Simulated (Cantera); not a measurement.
A perfectly stirred reactor is fed with 1.25 % CH2O, 2.78 % O2, 96.0 % N2, equivalence ratio 0.45, at 9.87 atm; it is held at 1275 K, and followed from long to short residence time.

Model: GRI-Mech 3.0 (53 species, 325 reactions), integrated in Cantera.

One state of this run: x CH2O = 0.000113; x O2 = 0.0180; x CH2 = <1e-12; x N2O = 7.08e-7; x CO = 0.00492; x C2H6 = <1e-12; x HCN = <1e-12. x: mole fraction; the columns are a selection and need not sum to one.

Question: Which value of τ (s) does it belong to?
A. 0.016
B. 0.0097
C. 0.044
D. 0.0059

Answer: B, 0.0097
